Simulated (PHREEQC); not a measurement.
Synthetic water in mg/kgw, 25 °C, pH 2, pe 12.5:

```tsv
constituent	mg/kgw
Na	1730
K	14.4
Ca	52.5
Mg	138
Cl	614
S(6) as SO4	5590
Li	0.216
Cu(2)	98.5
O(0) (dissolved oxygen)	2.43
Fe(3)	289
Cd	6.73
Al	158
```

Valence states are taken as typed.

Model: ion-association model, phreeqc.dat, run in PHREEQC.

This is a speciation only: nothing precipitates in the calculation.

Q: What ionic strength, charge-balance error does the model give?

A: ionic strength 0.132 mol/kgw; charge-balance error 8.5 %.

Q: In which forms is S present?

A: SO4-2 47 %, HSO4- 20 %, AlSO4+ 6.9 %, FeSO4+ 6.7 %, NaSO4- 5.7 %, MgSO4 4.3 % of the S.

Examples of supersaturated solids here: Hematite (slow to form), Goethite (slow to form). Others may be too.
